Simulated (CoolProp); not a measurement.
The fluid at 293.15 K and 19.4 MPa is throttled through a valve to 11.9 MPa with no heat exchange. The same conditions are run with several fluids, on thermodynamics alone (safety and materials aside).

Values from CoolProp's reference Helmholtz-energy equation of state of each fluid (nitrous oxide: Lemmon 2006; n-nonane: Lemmon 2006; CH3F (R41): Lemmon 2006; tetrahydrofuran: Fiedler 2023; propylene: Lemmon 2013).

| fluid | temperature change (K) | final density (kg/m³) |
|---|---|---|
| nitrous oxide | -1.8 | [?] |
| n-nonane | +3.3 | 725 |
| CH3F (R41) | -0.9 | [?] |
| tetrahydrofuran | +3.3 | 894 |
| propylene | [?] | [?] |

Question: Complete the blanks.

Answer: 
- nitrous oxide, final density (kg/m³): 878
- CH3F (R41), final density (kg/m³): 668
- propylene, temperature change (K): +1.9
- propylene, final density (kg/m³): 539
